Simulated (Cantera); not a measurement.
**Transport properties of process gases**

Gas mixture: 100 % N2O, at 1330 Pa, frozen composition.

Cantera's kinetic-theory transport with the Lennard-Jones parameters of GRI-Mech 3.0, ideal gas; thermal conductivity in the mixture-averaged form. The composition is frozen, though it would react at the higher temperatures.

```json
[
 {"T (K)": "400", "ρ (kg/m³)": "0.0176", "cp (J/kg/K)": "970.3", "μ (µPa s)": "19.5", "λ (mW/m/K)": "25.5", "Pr": "0.741", "D (cm²/s) CH3": "22.2", "D (cm²/s) CO2": "14.6", "D (cm²/s) CH4": "22.1"},
 {"T (K)": "550", "ρ (kg/m³)": "0.0128", "cp (J/kg/K)": "1073", "μ (µPa s)": "25.5", "λ (mW/m/K)": "37.0", "Pr": "0.739", "D (cm²/s) CH3": "39.4", "D (cm²/s) CO2": "26.3", "D (cm²/s) CH4": "39.1"},
 {"T (K)": "700", "ρ (kg/m³)": "0.0101", "cp (J/kg/K)": "1150", "μ (µPa s)": "30.8", "λ (mW/m/K)": "47.9", "Pr": "0.739", "D (cm²/s) CH3": "60.1", "D (cm²/s) CO2": "40.5", "D (cm²/s) CH4": "59.7"},
 {"T (K)": "850", "ρ (kg/m³)": "0.00830", "cp (J/kg/K)": "1210", "μ (µPa s)": "35.6", "λ (mW/m/K)": "58.2", "Pr": "0.739", "D (cm²/s) CH3": "84.0", "D (cm²/s) CO2": "57.0", "D (cm²/s) CH4": "83.3"},
 {"T (K)": "1000", "ρ (kg/m³)": "0.00706", "cp (J/kg/K)": "1255", "μ (µPa s)": "40.0", "λ (mW/m/K)": "68.0", "Pr": "0.739", "D (cm²/s) CH3": "111", "D (cm²/s) CO2": "75.6", "D (cm²/s) CH4": "110"},
 {"T (K)": "1150", "ρ (kg/m³)": "0.00614", "cp (J/kg/K)": "1285", "μ (µPa s)": "44.1", "λ (mW/m/K)": "77.1", "Pr": "0.736", "D (cm²/s) CH3": "140", "D (cm²/s) CO2": "96.1", "D (cm²/s) CH4": "139"},
 {"T (K)": "1300", "ρ (kg/m³)": "0.00543", "cp (J/kg/K)": "1311", "μ (µPa s)": "48.0", "λ (mW/m/K)": "85.8", "Pr": "0.734", "D (cm²/s) CH3": "173", "D (cm²/s) CO2": "118", "D (cm²/s) CH4": "171"}
]
```
D: mixture-averaged diffusion coefficient of that species in the mixture.
